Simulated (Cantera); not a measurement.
A Cantera script and what it prints.

```python
import numpy as np
import cantera as ct

gas_names = [...]  # 113 gases of nasa_gas.yaml made of C, Cu, H, O
cond_names = """
    C(gr) C6H6(L) C7H8(L) C8H18(L),n-octa Cu(cr) Cu(L) CuO(s) CuO2H2(s) Cu2O(s) Cu2O(L) H2O(s) H2O(L)
""".split()


# ... load() reads the species with a 1 bar reference pressure and builds the phases ...
atoms = {
    'CuO': {'Cu': 1, 'O': 1},
    'CH4': {'C': 1, 'H': 4},
    'H2': {'H': 2},
}
top_T = {'C(gr)': 4500, 'CuO(s)': 1390}  # K; cautious upper limits of use, not melting points


# ... equilibrate(T, P, feed) seeds the gas with the atoms and calls Mixture.equilibrate('TP', solver="vcs", rtol=1e-11, max_steps=5000) ...
results = []
feed = {'CuO': 1, 'CH4': 0.45, 'H2': 8}  # mol
T = 2498.15  # K
P = 96000  # Pa
mix = equilibrate(T, P, feed)
results.append((T, P, feed, dict(zip(mix.species_names, mix.species_moles))))
print(gas.report(threshold=1e-06))
for i in range(1, mix.n_phases):
    print(f"{mix.phase(i).name:16s} {mix.phase_moles(i):12.5e} mol")
```

It prints:

```
       temperature   2498.2 K
          pressure   96000 Pa
           density   0.045457 kg/m^3
  mean mol. weight   9.8351 kg/kmol
   phase of matter   gas

                          1 kg             1 kmol
                     ---------------   ---------------
          enthalpy        9.0489e+06        8.8996e+07  J
   internal energy        6.9369e+06        6.8225e+07  J
           entropy             21461        2.1107e+05  J/K
    Gibbs function       -4.4564e+07       -4.3829e+08  J
 heat capacity c_p            3585.5             35264  J/K
 heat capacity c_v            2740.2             26950  J/K

                      mass frac. Y      mole frac. X     chem. pot. / RT
                     ---------------   ---------------   ---------------
                CO           0.12121          0.042561           -37.003
               CO2          0.002023        0.00045209           -59.647
                Cu           0.60765          0.094047           -9.2772
               CuO        2.1291e-05        2.6325e-06           -31.922
               Cu2         0.0099264        0.00076816           -18.554
                 H         0.0023149          0.022586           -10.246
                H2           0.16142           0.78746           -20.492
               H2O           0.09489          0.051804           -43.136
                 O        9.4348e-06        5.7998e-06           -22.645
                OH        0.00053134        0.00030727           -32.891
     [ +103 minor]        9.5563e-07          3.07e-07

C(gr)             0.00000e+00 mol
Cu(L)             0.00000e+00 mol
Cu2O(L)           0.00000e+00 mol
```

Equilibrium computed with Cantera from the NASA thermochemical tables; the gas is ideal and each condensed phase is pure.
